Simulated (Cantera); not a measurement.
Charge: 1 mol FeS₂, 9.5 mol O₂, 0.25 mol H₂O, equilibrated at 673.15 K and 710000 Pa.

Cantera equilibrium calculation (NASA polynomials, part measured and part estimated; ideal gas, pure solids and liquids). Candidate condensed phases: Fe, FeO, Fe(OH)₂, Fe(OH)₃, FeS, FeSO₄, FeS₂, Fe₂O₃, Fe₂(SO₄)₃, Fe₃O₄, H₂O, H₂SO₄, S; 22 gas species. Kinetics and transport are ignored.

### Question
What is the equilibrium state?

### Answer
x(O₂): 0.895
x(SO₃): 0.0659
x(H₂O): 0.0270
x(H₂SO₄): 0.0119
x(SO₂): 4.64e-5
n(Fe₂(SO₄)₃(s)): 0.500 mol
gas amount: 6.423 mol
log10 activity of H₂SO₄(l) (absent): -1.53
log10 activity of FeSO₄(s) (absent): -5.16
log10 activity of Fe(OH)₃(s) (absent): -15.53
